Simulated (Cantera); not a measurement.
What does this Cantera script print?

```python
import numpy as np
import cantera as ct

gas_names = """
    H HNO HNO2 HNO3 HO2 H2 H2O H2O2 N NH NH2 NH3 NH2OH NO NO2 NO3 N2 N2H2 N2H4 N2O O OH O2 O3 Si SiH
    SiH2 SiH3 SiH4 SiN SiO SiO2 Si2 Si2N Si3
""".split()
cond_names = """
    H2O(s) H2O(L) Si(cr) Si(L) SiO2(Lqz) SiO2(hqz) SiO2(L) Si2N2O(s) Si3N4(a)
""".split()


# ... load() reads the species with a 1 bar reference pressure and builds the phases ...
atoms = {
    'Si3N4': {'Si': 3, 'N': 4},
    'O2': {'O': 2},
    'H2': {'H': 2},
}
top_T = {'Si2N2O(s)': 2100, 'Si3N4(a)': 2400}  # K; cautious upper limits of use, not melting points


# ... equilibrate(T, P, feed) seeds the gas with the atoms and calls Mixture.equilibrate('TP', solver="vcs", rtol=1e-11, max_steps=5000) ...
results = []
feed = {'Si3N4': 1, 'O2': 0.0019, 'H2': 370}  # mol
P = 4.8  # Pa
for T in [1375, 1425, 1475, 1525, 1575, 1625, 1675, 1725, 1775, 1825, 1875, 1925]:
    mix = equilibrate(T, P, feed)
    results.append((T, P, feed, dict(zip(mix.species_names, mix.species_moles))))

top = {s: max(r[3][s] / sum(r[3][g] for g in gas_names) for r in results) for s in gas_names}
cols = sorted((s for s in top if top[s] > 1e-05), key=lambda s: -top[s])[:6]
seen = [c for c in cond_names if any(r[3].get(c, 0) > 1e-12 for r in results)]
print("log10 of partial pressures in bar; condensed amounts in mol")
print(f"{'T/K':>10s}" + "".join(f"{s[:9]:>10s}" for s in cols + seen))
for T, P, feed, n in results:
    ng = sum(n[g] for g in gas_names)
    print(f"{T:10.4g}" + "".join(f"{np.log10(max(n[s] / ng * P / 1e5, 1e-99)):10.3f}" for s in cols)
          + "".join(f"{n.get(c, 0):10.4g}" for c in seen))
```

Output:

```
log10 of partial pressures in bar; condensed amounts in mol
       T/K        H2         H        Si        N2       SiH       Si2    Si(cr)
      1375    -4.321    -7.626    -9.387    -6.588   -10.797   -12.704     2.993
      1425    -4.322    -7.327    -8.793    -6.589   -10.306   -11.931     2.983
      1475    -4.322    -7.048    -8.240    -6.589    -9.849   -11.212      2.95
      1525    -4.323    -6.787    -7.724    -6.589    -9.423   -10.541     2.845
      1575    -4.324    -6.543    -7.241    -6.590    -9.025    -9.913     2.537
      1625    -4.327    -6.315    -6.788    -6.592    -8.652    -9.325     1.691
      1675    -4.332    -6.101    -6.430    -6.596    -8.370    -8.906         0
      1725    -4.336    -5.899    -6.428    -6.598    -8.441    -9.185         0
      1775    -4.343    -5.710    -6.430    -6.601    -8.512    -9.453         0
      1825    -4.352    -5.532    -6.433    -6.605    -8.583    -9.711         0
      1875    -4.366    -5.366    -6.439    -6.612    -8.655    -9.960         0
      1925    -4.384    -5.212    -6.447    -6.621    -8.729   -10.202         0
```

These are equilibrium values from Cantera (NASA tables, ideal gas, pure condensed phases), not measurements of a reactor.
